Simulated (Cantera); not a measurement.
Input: 1 mol C2F6, 3.8 mol H2, at 3800 Pa.

These are equilibrium values from Cantera (NASA tables, ideal gas, pure condensed phases), not measurements of a reactor. Candidate condensed phases: C, C6H6, C7H8, C8H18; 110 gas species. Ions and electrons are included (thermal ionisation). The feed counts by its element totals alone. The numbers say what is thermodynamically allowed, not how fast it happens.

x: gas mole fraction; n: condensed amount in mol.

| T (K) | x HF | x H | x F | x C | x H2 | x C3 | x CF | x C2 | n C(graphite) |
|---|---|---|---|---|---|---|---|---|---|
| 2500 | 0.864 | 0.0397 | 0.000756 | 4.38e-6 | 0.0948 | 1.31e-5 | 2.47e-5 | 1.21e-6 | 1.98 |
| 2750 | 0.835 | 0.0907 | 0.00428 | 9.94e-5 | 0.0668 | 0.000444 | 0.000280 | 4.29e-5 | 1.95 |
| 3000 | … | … | … | … | … | … | … | … | … |
| 3250 | 0.600 | 0.220 | 0.0697 | 0.0101 | 0.0178 | 0.0567 | 0.0109 | 0.00720 | 0 |
| 3500 | 0.412 | 0.313 | 0.163 | 0.0290 | 0.0107 | 0.0394 | 0.0168 | 0.0119 | 0 |
| 3750 | 0.217 | 0.400 | 0.264 | 0.0629 | 0.00604 | 0.0185 | 0.0164 | 0.0137 | 0 |
| 4000 | … | 0.450 | … | … | … | … | … | … | 0 |
| 4250 | 0.0365 | 0.472 | 0.362 | 0.117 | 0.00147 | 0.000760 | 0.00506 | 0.00473 | 0 |
| 4500 | 0.0150 | 0.481 | 0.375 | 0.124 | 0.000734 | 0.000108 | 0.00229 | 0.00201 | 0 |
| 4750 | 0.00655 | 0.484 | 0.380 | 0.126 | 0.000388 | 1.73e-5 | 0.00107 | 0.000880 | 0 |
| 5000 | 0.00308 | 0.486 | 0.383 | 0.127 | 0.000217 | 3.22e-6 | 0.000529 | 0.000410 | 0 |

### Question
What belongs in the gaps?

### Answer

- 3000, x HF: 0.771
- 3000, x H: 0.155
- 3000, x F: 0.0202
- 3000, x C: 0.00133
- 3000, x H2: 0.0366
- 3000, x C3: 0.00821
- 3000, x CF: 0.00234
- 3000, x C2: 0.000834
- 3000, n C(graphite): 1.70
- 4000, x HF: 0.0919
- 4000, x F: 0.331
- 4000, x C: 0.0986
- 4000, x H2: 0.00303
- 4000, x C3: 0.00483
- 4000, x CF: 0.0105
- 4000, x C2: 0.00986
